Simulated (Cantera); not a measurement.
B + O₂ + H₂ (boron, boron nitride and boron oxide)

Input: 1 mol B, 4.6 mol O₂, 73 mol H₂, at 12.0 Torr.

Cantera equilibrium calculation (NASA polynomials, part measured and part estimated; ideal gas, pure solids and liquids). Candidate condensed phases: B, B₂O₃, B₃O₃H₃, H₂O; 23 gas species. Gases not in the tables: H₃BO₃. The numbers say what is thermodynamically allowed, not how fast it happens.

From 825 °C to 1025 °C the condensed part is B₂O₃(l). From 1125 °C to 2125 °C nothing is condensed.

```
T (°C)   x H₂       x H   x H₂O    x HBO₂      x OH      x BO     x HBO     x BO₂  n B₂O₃(l)
------  -----  --------  ------  --------  --------  --------  --------  --------  ---------
825     0.894   1.85e-7   0.105  0.000432  9.57e-11    <1e-12   6.54e-8    <1e-12      0.476
925     0.894   1.42e-6   0.104   0.00206   1.31e-9  6.40e-11   9.17e-7  3.31e-11      0.419
1025    0.891   8.00e-6   0.101   0.00756   1.18e-8   2.76e-9   8.51e-6   1.11e-9      0.218
1125    0.888   3.53e-5  0.0980    0.0135   7.67e-8   4.08e-8   3.37e-5   1.31e-8          0
1225    0.888  0.000128  0.0981    0.0134   4.01e-7   2.47e-7   6.54e-5   6.77e-8          0
1325    0.888  0.000397  0.0981    0.0133   1.71e-6   1.18e-6  0.000116   2.84e-7          0
1425    0.887   0.00108  0.0982    0.0132   6.13e-6   4.68e-6  0.000192   1.00e-6          0
1525    0.886   0.00262  0.0983    0.0130   1.91e-5   1.58e-5  0.000299   3.07e-6          0
1625    0.882   0.00581  0.0982    0.0128   5.29e-5   4.63e-5  0.000439   8.32e-6          0
1725    0.877    0.0119  0.0981    0.0124  0.000132  0.000121  0.000613   2.02e-5          0
1825    0.866    0.0226  0.0978    0.0120  0.000303  0.000282  0.000813   4.47e-5          0
1925    0.849    0.0406  0.0970    0.0112  0.000645  0.000594   0.00102   9.00e-5          0
2025    0.821    0.0686  0.0956    0.0103   0.00128   0.00113   0.00120  0.000166          0
2125    0.781     0.110  0.0931   0.00897   0.00240   0.00194   0.00132  0.000279          0
```
x: gas mole fraction; n: condensed amount in mol.
